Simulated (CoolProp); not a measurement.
Ethylene at 298.15 K and 0.407 MPa is throttled through a valve to 0.133 MPa with no heat exchange. Each further row changes one setting.

Computed with CoolProp (reference Helmholtz-energy equation of state, Smukala 2000).

| case | temperature change (K) | final density (kg/m³) |
|---|---|---|
| as stated | … | … |
| outlet pressure 0.0399 MPa | … | … |
| outlet pressure 0.173 MPa | … | 1.99 |

Question: Some entries are withheld; supply them.

Answer: 
- as stated, temperature change (K): -2.8
- as stated, final density (kg/m³): 1.53
- outlet pressure 0.0399 MPa, temperature change (K): -3.8
- outlet pressure 0.0399 MPa, final density (kg/m³): 0.458
- outlet pressure 0.173 MPa, temperature change (K): -2.4
